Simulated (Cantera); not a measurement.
A Cantera script and its output.

```python
import numpy as np
import cantera as ct

gas = ct.Solution("gri30.yaml")
gas.TPX = 1325, 1333, {'N2O': 1, 'H2': 0.0035, 'N2': 0.86, 'H2O': 0.016}
inlet = ct.Reservoir(gas, clone=True)

reactor = ct.IdealGasConstPressureReactor(gas, energy="off", clone=False)
exhaust = ct.Reservoir(gas, clone=True)
tau = [1.2, 0.57, 0.27, 0.13, 0.061, 0.029, 0.014, 0.0064, 0.003, 0.0014][0]
for a, b in ((inlet, reactor), (reactor, exhaust)):
    ct.MassFlowController(a, b, mdot=lambda t: reactor.mass / tau)
net = ct.ReactorNet([reactor])
show = ['N2O', 'H2', 'NO', 'H2O', 'H', 'N2', 'O']

rows = []
print(f"{'tau/s':>10s}{'T/K':>9s}" + "".join(f"{s:>11s}" for s in show))
for tau in [1.2, 0.57, 0.27, 0.13, 0.061, 0.029, 0.014, 0.0064, 0.003, 0.0014]:
    net.initial_time = 0.0
    net.advance(30 * tau)
    before = gas.X
    net.advance(40 * tau)
    drift = np.max(np.abs(gas.X - before) / (gas.X + 1e-9))
    rows.append([gas.T, *gas[show].X, drift])
    print(f"{tau:10.3e}{gas.T:9.1f}" + "".join(f"{x:11.3e}" for x in gas[show].X))
```

Result:

```
     tau/s      T/K        N2O         H2         NO        H2O          H         N2          O
 1.200e+00   1325.0  4.768e-01  9.504e-05  5.986e-03  1.004e-02  9.564e-08  4.889e-01  1.009e-05
 5.700e-01   1325.0  5.035e-01  1.911e-04  2.987e-03  1.005e-02  1.670e-07  4.741e-01  1.018e-05
 2.700e-01   1325.0  5.175e-01  3.629e-04  1.446e-03  9.938e-03  3.007e-07  4.663e-01  1.020e-05
 1.300e-01   1325.0  5.244e-01  6.242e-04  7.056e-04  9.703e-03  5.079e-07  4.623e-01  1.011e-05
 6.100e-02   1325.0  5.282e-01  9.764e-04  3.379e-04  9.364e-03  7.697e-07  4.601e-01  9.898e-06
 2.900e-02   1325.0  5.301e-01  1.334e-03  1.650e-04  9.013e-03  9.599e-07  4.589e-01  9.605e-06
 1.400e-02   1325.0  5.311e-01  1.609e-03  8.046e-05  8.745e-03  9.477e-07  4.582e-01  9.277e-06
 6.400e-03   1325.0  5.317e-01  1.774e-03  3.526e-05  8.588e-03  7.093e-07  4.578e-01  8.854e-06
 3.000e-03   1325.0  5.319e-01  1.837e-03  1.491e-05  8.531e-03  4.251e-07  4.577e-01  8.206e-06
 1.400e-03   1325.0  5.320e-01  1.856e-03  5.859e-06  8.516e-03  2.222e-07  4.576e-01  7.087e-06
```

Detailed kinetics in Cantera: GRI-Mech 3.0 (53 species, 325 reactions). GRI-Mech 3.0 was tuned for natural gas; its chemistry of N2O as a main component is partial and can be far from experiment. Radical loss at walls, strong at low pressure, is not modelled. The mechanism lacks the step 2 NO + O2 → 2 NO2, which can matter for NO2 below about 1400 K. The temperature is held fixed by assumption; the heat of reaction is taken as removed at once.
